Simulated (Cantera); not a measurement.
An isothermal, constant-pressure homogeneous reactor starts with NO : N₂ = 1 : 11 (molar parts), at 2098 K and 0.780 bar.

Model: GRI-Mech 3.0 (53 species, 325 reactions), integrated in Cantera.

Q: Predict: x(NO) at 5.00 s; x(NO₂) at 5.00 s; x(O) at 5.00 s; x(N₂) at 5.00 s; x(O₂) at 5.00 s; x(N₂O) at 5.00 s.

A: 
```
Property                                              Value
----------------  -----------------------------------------
x(NO) at 5.00 s     0.00514 (gas-phase equilibrium 0.00473)
x(NO₂) at 5.00 s    2.88e-6 (gas-phase equilibrium 2.65e-6)
x(O) at 5.00 s    0.000308 (gas-phase equilibrium 0.000309)
x(N₂) at 5.00 s         0.956 (gas-phase equilibrium 0.956)
x(O₂) at 5.00 s       0.0389 (gas-phase equilibrium 0.0391)
x(N₂O) at 5.00 s    2.58e-7 (gas-phase equilibrium 2.57e-7)
```
